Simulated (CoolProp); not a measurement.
50 sccm (0 °C, 1 atm) of nitrogen bubbles through liquid p-xylene at 316.7 K and leaves saturated at a total pressure of 0.0786 MPa (ideal gas phase). Each further row changes one setting.

Values from CoolProp's reference Helmholtz-energy equation of state, Zhou 2012.

```tsv
case	vapour pressure (kPa)	mole fraction of vapour	delivery (mg/min)	delivery (sccm)	change of delivery for a bath 1 K warmer (%)
as stated	3.18	0.0404	9.97	2.11	5.3
bath temperature 321.7 K	4.05	0.0516	12.9	2.72	5.2
total pressure 0.157 MPa	3.18	0.0202	4.89	1.03	5.2
```
